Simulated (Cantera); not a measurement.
Input: 1 mol SiF4, 0.41 mol NO, at 100 Torr.

These are equilibrium values from Cantera (NASA tables, ideal gas, pure condensed phases), not measurements of a reactor. Candidate condensed phases: Si, SiO2, Si2N2O, Si3N4; 28 gas species. The tables' values for SiF3 are old estimates; treat these amounts as uncertain. Kinetics and transport are ignored. All values below are at 1975 K.

Base state: SiF4 0.708, N2 0.144, O2 0.144, NO 0.00253, O 0.000572, F 0.000322, SiF3 0.000321 (mole fractions); condensed: gas only.

Task: What changes in the equilibrium state with this change: 0.86 mol Cl2 added?

Result: 
```
species    before     after
-------  --------  --------
Cl              0     0.458
SiF4        0.708     0.339
N2          0.144    0.0690
O2          0.144    0.0684
Cl2             0    0.0624
ClO             0  0.000673
ClF             0   5.02e-5
NO        0.00253   0.00121
F        0.000322  0.000201
O        0.000572  0.000395
```
